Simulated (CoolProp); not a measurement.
The numbers come from the reference Helmholtz-energy equation of state, Thol 2018 in CoolProp.

Q: For hydrogen chloride, give the phase and the cp (kJ/(kg K)), Joule-Thomson coefficient (K/MPa) at 396.85 °C and 8.73 MPa.

A: 
- 396.85 °C and 8.73 MPa: supercritical; cp 0.885, Joule-Thomson coefficient 2.74
